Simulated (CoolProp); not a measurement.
Saturation properties of nitrous oxide.

Values from CoolProp's reference Helmholtz-energy equation of state, Lemmon 2006. It is a short technical equation, of lower accuracy than the large ones.

```
T (K)  p (bar)  vapour density (kg/m³)  surface tension (mN/m)
-----  -------  ----------------------  ----------------------
221.9    6.165                   16.23                    15.5
228.1    7.817                   20.39                    14.2
234.3    9.776                   25.35                    12.9
240.4    12.04                   31.13                    11.7
246.6    14.71                   38.05                    10.4
252.8    17.78                   46.22                    9.19
259      21.31                   55.87                    7.99
265.1    25.25                   67.08                    6.84
271.3    29.77                   80.63                    5.71
277.5    34.85                   96.92                    4.62
283.6    40.45                   116.5                    3.58
289.8    46.80                   141.5                    2.57
296      53.88                   174.4                    1.63
302.2    61.78                   222.7                   0.781
```

It boils at 184.7 K under 1 atm.

Surface tension comes from a separate correlation (Mulero 2012).
